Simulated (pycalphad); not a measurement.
Al-Zr solution, phase HCP_A3, at 1000 K; mixing quantities and activities refer to the pure elements in the same phase at that temperature, stable or not. Over part of the range this solution is metastable.

All values are pycalphad results on the COST 507 light-alloy database (1999) (1 atm), not direct measurements. The database dates from 1999; later assessments differ in places, in temperatures and in the compounds included. Al is not stable in this structure, so the reference rests on SGTE lattice stabilities.

The enthalpy of mixing at x = 0.5 is -30.57 kJ/mol.

Question: Take a regular solution with Ω = 4 ΔH(0.5). How do its activities of Zr, and those of an ideal solution, compare with the assessed ones?

Answer: Ω = -122.3 kJ/mol, a = x exp[Ω(1 − x)²/RT].

```csv
x(Zr),ideal,regular,assessed,assessed / regular
0.02,0.02,1.46e-8,1.33e-6,90
0.05,0.05,8.58e-8,4.42e-6,51
0.1,0.1,6.69e-7,1.61e-5,24
0.2,0.2,1.63e-5,0.000145,8.9
0.3,0.3,0.000222,0.00117,5.3
0.4,0.4,0.00201,0.00803,4.0
0.5,0.5,0.0126,0.0421,3.3
0.6,0.6,0.0570,0.155,2.7
0.7,0.7,0.186,0.390,2.1
0.8,0.8,0.444,0.679,1.5
0.9,0.9,0.777,0.890,1.1
0.95,0.95,0.916,0.951,1.0
0.98,0.98,0.974,0.981,1.0
```
The regular model is symmetric and has no excess entropy; the assessment has an excess entropy of -8.0 J/(mol K) at x = 0.5, and ΔH = -19.36 at x = 0.2 against -17.82 kJ/mol at 0.8.

HCP_A3 is hcp.
